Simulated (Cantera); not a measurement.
Charge: 1 mol MgO, 7.3 mol C, 2 mol H2, at 850 K and 0.000220 bar.

These are equilibrium values from Cantera (NASA tables, ideal gas, pure condensed phases), not measurements of a reactor. Candidate condensed phases: C, C6H6, C7H8, C8H18, H2O, Mg, MgCO3, MgO, Mg(OH)2; 116 gas species. The numbers say what is thermodynamically allowed, not how fast it happens.

Base state: H2 1.000, CH4 0.000137 (mole fractions); condensed: C(graphite) + MgO(s).

Task: What changes in the equilibrium state with this change: pressure from 0.000220 bar to 0.0130 bar?

Result: 
```json
[
 {"species": "H2", "before": "1.000", "after": "0.992"},
 {"species": "CH4", "before": "0.000137", "after": "0.00796"},
 {"species": "C(graphite), mol", "before": "7.30", "after": "7.28"},
 {"species": "MgO(s), mol", "before": "1.00", "after": "1.00"}
]
```
